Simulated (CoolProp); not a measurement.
Vapour pressure (kPa) of p-xylene: the reference equation beside estimates from Tc = 616.2 K, pc = 3532 kPa, ω = 0.324. Clausius-Clapeyron is anchored at 438 K with a constant enthalpy of vaporisation of 33.89 kJ/mol.

Values from CoolProp's reference Helmholtz-energy equation of state, Zhou 2012.

```tsv
T (K)	reference	Lee-Kesler	Clausius-Clapeyron	van der Waals	Redlich-Kwong	Soave-Redlich-Kwong	Peng-Robinson
397.7	69.07	67.74	76.33	461.8	149.6	67.92	68.63
405.7	86.61	85.41	93.43	514.1	180.1	85.53	86.12
413.8	107.8	106.8	113.7	571.0	215.4	106.9	107.3
421.9	132.8	132.2	137.4	631.9	255.6	132.2	132.3
429.9	161.9	161.8	164.5	696.1	300.3	161.6	161.4
438	196.0	196.6	196.0	765.3	351.1	196.4	195.6
446.1	235.5	236.9	232.1	838.9	407.8	236.8	235.3
454.1	280.3	282.7	272.6	915.8	469.9	282.6	280.4
462.2	331.9	335.6	319.1	998.3	539.3	335.7	332.6
470.3	390.6	395.6	371.4	1085	615.7	396.1	391.9
478.3	456.0	462.4	429.4	1176	698.2	463.5	458.2
486.4	530.4	538.4	494.9	1272	789.3	540.3	533.7
494.5	613.6	623.3	567.7	1374	888.3	626.4	618.3
```

Absolute difference from the reference over all 13 rows, mean and median: Lee-Kesler 1.0 and 1.1 %, Clausius-Clapeyron 4.8 and 4.9 %, van der Waals 290.1 and 256.2 %, Redlich-Kwong 76.1 and 73.2 %, Soave-Redlich-Kwong 1.1 and 1.1 %, Peng-Robinson 0.4 and 0.4 %.
